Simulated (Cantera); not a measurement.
**Calcination and drying: Ca(OH)₂ + H₂O + C**

Input: 1 mol Ca(OH)₂, 0.2 mol H₂O, 0.17 mol C, at 1050 K.

Cantera equilibrium calculation (NASA polynomials, part measured and part estimated; ideal gas, pure solids and liquids). Candidate condensed phases: C, C₆H₆, C₇H₈, C₈H₁₈, Ca, CaCO₃, CaO, Ca(OH)₂, H₂O; 115 gas species. Mutual solubility and eutectic melting of coexisting phases are not modelled. Equilibrium is a limit: real reactors are often held back by kinetics, nucleation or transport.

```tsv
P (Pa)	x H₂O	x H₂	x CO₂	x CO	x CH₄	x H	n CaO(s)	n CaCO₃(calcite)
10	0.655	0.221	0.0965	0.0276	<1e-12	3.81e-7	1.00	0
100	0.655	0.221	0.0965	0.0276	4.69e-12	1.20e-7	1.00	0
1000	0.655	0.221	0.0965	0.0276	4.69e-10	3.81e-8	1.00	0
10000	0.655	0.221	0.0965	0.0276	4.69e-8	1.20e-8	1.00	0
100000	0.655	0.221	0.0965	0.0276	4.69e-6	3.81e-9	1.00	0
1000000	0.708	0.273	0.0146	0.00476	0.000141	1.34e-9	0.854	0.146
```
x: gas mole fraction; n: condensed amount in mol.

From 10.0 Pa to 1.00 bar the condensed part is CaO(s). At 10.0 bar the condensed part is CaCO₃(calcite) + CaO(s).
